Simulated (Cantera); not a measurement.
A closed system holds: 1 mol Hg, 0.042 mol H₂, at 1348.15 K and 1.00 bar.

Equilibrium computed with Cantera from the NASA thermochemical tables; the gas is ideal and each condensed phase is pure. Candidate condensed phases: Hg; 3 gas species. Rates play no part.

Q: What is the equilibrium state?

A: 
```json
{
  "x(Hg)": "0.960",
  "x(H₂)": "0.0403",
  "gas_amount": "1.042 mol",
  "log10 activity of Hg(l) (absent)": "-2.55"
}
```
